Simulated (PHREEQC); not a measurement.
# Hard or scaling water (model solution)

Solution (25 °C): 1.1 mmol/kgw CaSO4, 37 mmol/kgw Na2SO4 and 0.14 mmol/kgw MgSO4. Closed to the air; pH follows from the charge balance.

All values are PHREEQC results (Pitzer model, pitzer.dat), not measurements.

This is a speciation only: nothing precipitates in the calculation.

Task: Predict the specific conductance, density, osmotic coefficient.

Result: specific conductance 7330 µS/cm; density 1.002 g/cm³; osmotic coefficient 0.833.
